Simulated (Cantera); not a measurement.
## Thermodynamics of iron carbonyl, mercury and lead vapours, feed HgO + O₂ + N₂

Input: 1 mol HgO, 0.17 mol O₂, 14 mol N₂, held at 1273.15 K and 350000 Pa.

Method: chemical equilibrium by Gibbs-energy minimisation in Cantera with the NASA 1993 tables (ideal gas, pure condensed phases). Candidate condensed phases: Hg, HgO; 10 gas species. Equilibrium is a limit: real reactors are often held back by kinetics, nucleation or transport.

| Property | Result |
|---|---|
| x(N₂) | 0.893 |
| x(Hg) | 0.0638 |
| x(O₂) | 0.0427 |
| x(NO) | 0.000159 |
| x(NO₂) | 1.63e-6 |
| gas amount | 15.67 mol |
| log10 activity of Hg(l) (absent) | -3.06 |
